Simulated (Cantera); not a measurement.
**Premixed flame**

A freely propagating, adiabatic, planar premixed flame of 14.1 % H₂, 13.3 % O₂, 63.4 % N₂, 9.16 % H₂O, equivalence ratio 0.53, unburnt at 350 K and 1.00 atm; mixture-averaged transport, grid criteria slope 0.08 and curve 0.16, no radiation.

Detailed kinetics in Cantera: the H2/O2 subset of GRI-Mech 3.0, which has no nitrogen chemistry. Burning velocities carry a grid error of a few per cent, more on coarse grids. Lean hydrogen flames are cellular in practice and burn faster than this planar one.

| z (mm) | T (K) | u (m/s) | x H₂ | x O₂ | x H₂O | x O | x HO₂ | x OH |
|---|---|---|---|---|---|---|---|---|
| -3.07 | 351 | 0.141 | 0.134 | 0.134 | 0.0926 | <1e-8 | 2.06e-8 | <1e-8 |
| -2.05 | 359 | 0.142 | 0.120 | 0.136 | 0.0951 | <1e-8 | 2.97e-7 | <1e-8 |
| -1.54 | 380 | 0.149 | 0.105 | 0.137 | 0.1000 | <1e-8 | 1.49e-6 | <1e-8 |
| -1.02 | 454 | 0.174 | 0.0804 | 0.136 | 0.114 | <1e-8 | 9.31e-6 | <1e-8 |
| -0.512 | 711 | 0.268 | 0.0455 | 0.122 | 0.154 | 4.94e-7 | 0.000101 | 3.59e-7 |
| -0.256 | 949 | 0.357 | 0.0270 | 0.105 | 0.187 | 3.82e-5 | 0.000166 | 5.24e-5 |
| 0 | 1183 | 0.445 | 0.0114 | 0.0858 | 0.219 | 0.000352 | 9.20e-5 | 0.000490 |
| 0.256 | 1309 | 0.492 | 0.00378 | 0.0751 | 0.236 | 0.000477 | 5.26e-5 | 0.00104 |
| 0.512 | 1358 | 0.511 | 0.00141 | 0.0718 | 0.242 | 0.000313 | 3.18e-5 | 0.00105 |
| 1.02 | 1385 | 0.521 | 0.000337 | 0.0705 | 0.245 | 9.78e-5 | 1.17e-5 | 0.000658 |
| 2.05 | 1392 | 0.524 | 5.53e-5 | 0.0703 | 0.246 | 1.80e-5 | 2.42e-6 | 0.000299 |
| 4.10 | 1394 | 0.524 | 8.55e-6 | 0.0704 | 0.246 | 3.69e-6 | 4.72e-7 | 0.000138 |
| 8.20 | 1394 | 0.524 | 1.83e-6 | 0.0704 | 0.246 | 1.05e-6 | 1.37e-7 | 7.40e-5 |
x: mole fraction of selected species; z is measured from the peak of heat release.

The laminar burning velocity is 14.2 cm/s. The thermal thickness is 1.02 mm. The peak x(O) comes out as 0.000490 and the peak x(HO₂) is 0.000173. The peak x(OH) is 0.00110. The grid points is 111.
